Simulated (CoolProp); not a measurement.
A simple Rankine cycle with fluoroethane (R161): condensing at 297.15 K, boiler at 3.03 MPa, turbine inlet 449 K, turbine efficiency 0.7, pump efficiency 0.8, no recuperator. Each further row changes one setting.

Values from CoolProp's reference Helmholtz-energy equation of state, Wu 2012.

| case | thermal efficiency (%) | net work (kJ/kg) | heat in (kJ/kg) | turbine exit temperature (K) | volume ratio over the turbine |
|---|---|---|---|---|---|
| as stated | 9.4 | 52.2 | 555 | 401.4 | 3.25 |
| condensing temperature 289.15 K | 10.8 | 61.8 | 573 | 393.6 | 4.03 |
| boiler pressure 2.12 MPa | 6.9 | 39.3 | 567 | 416.7 | 2.28 |
| turbine efficiency 0.6 | 8.0 | 44.2 | 555 | 406.3 | 3.30 |
